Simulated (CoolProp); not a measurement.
Vapour-liquid equilibrium of trans-2-butene (1) + methanol (2) at 371.3 K; x and y are mole fractions of (1).

Values from CoolProp's multi-fluid Helmholtz-energy mixture model, Lemmon 2005 and de Reuck 1993; pair parameters Bell 2016.

```json
[
 {"x": "0.05", "bubble pressure, mixture model (bar)": "…", "bubble pressure, Raoult's law (bar)": "3.896", "y, mixture model": "…", "y, Raoult's law": "0.187"},
 {"x": "0.15", "bubble pressure, mixture model (bar)": "10.98", "bubble pressure, Raoult's law (bar)": "5.016", "y, mixture model": "0.696", "y, Raoult's law": "0.435"},
 {"x": "0.25", "bubble pressure, mixture model (bar)": "13.17", "bubble pressure, Raoult's law (bar)": "6.135", "y, mixture model": "0.749", "y, Raoult's law": "0.592"},
 {"x": "0.35", "bubble pressure, mixture model (bar)": "…", "bubble pressure, Raoult's law (bar)": "7.255", "y, mixture model": "0.766", "y, Raoult's law": "0.701"},
 {"x": "0.45", "bubble pressure, mixture model (bar)": "…", "bubble pressure, Raoult's law (bar)": "8.374", "y, mixture model": "0.772", "y, Raoult's law": "0.781"},
 {"x": "0.55", "bubble pressure, mixture model (bar)": "14.36", "bubble pressure, Raoult's law (bar)": "9.494", "y, mixture model": "0.777", "y, Raoult's law": "0.842"},
 {"x": "0.65", "bubble pressure, mixture model (bar)": "14.57", "bubble pressure, Raoult's law (bar)": "10.61", "y, mixture model": "0.787", "y, Raoult's law": "0.890"},
 {"x": "0.75", "bubble pressure, mixture model (bar)": "14.84", "bubble pressure, Raoult's law (bar)": "11.73", "y, mixture model": "…", "y, Raoult's law": "0.929"},
 {"x": "0.85", "bubble pressure, mixture model (bar)": "…", "bubble pressure, Raoult's law (bar)": "12.85", "y, mixture model": "…", "y, Raoult's law": "0.961"},
 {"x": "0.95", "bubble pressure, mixture model (bar)": "14.87", "bubble pressure, Raoult's law (bar)": "13.97", "y, mixture model": "0.938", "y, Raoult's law": "0.988"}
]
```

Task: Fill in the missing entries.

Result: 
- 0.05, bubble pressure, mixture model (bar): 6.546
- 0.05, y, mixture model: 0.487
- 0.35, bubble pressure, mixture model (bar): 13.98
- 0.45, bubble pressure, mixture model (bar): 14.22
- 0.75, y, mixture model: 0.811
- 0.85, bubble pressure, mixture model (bar): 15.04
- 0.85, y, mixture model: 0.857

The largest gap from Raoult's law is +118.9 % in bubble pressure, at x = 0.15. y crosses x between x = 0.85 and 0.95: the model has an azeotrope there.

The pair parameters rest on a limited set of measurements; away from them the model extrapolates. With so large a gap from Raoult's law the liquid may split in two, which this calculation doesn't test in full.
